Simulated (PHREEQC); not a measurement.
0.64 g of hydrous ferric oxide (600 m²/g; 0.2 weak and 0.005 strong sites per Fe, Dzombak-Morel constants, diffuse double layer) in 1 kg of water with 0.1 mol/kgw of an inert sodium salt and 0.0099 mmol/kgw MgCl2 and 0.63 mmol/kgw CaCl2, at 25 °C; the pH is set by adding NaOH or the inert anion's acid. Oxygen alone is held at its pressure in air (log pO2 = -0.68). CO2 from the air is kept out. Nothing may precipitate in this run.

The series has 13 steps of pH, from 3 to 9.

Computed with PHREEQC (ion-association model, wateq4f.dat).

Task: Near which pH is half of the Mg sorbed, and on which side is more sorbed?

Result: Near pH 8.1, with more sorbed at higher pH.

The oxide is taken as insoluble; below pH 4 it would dissolve.
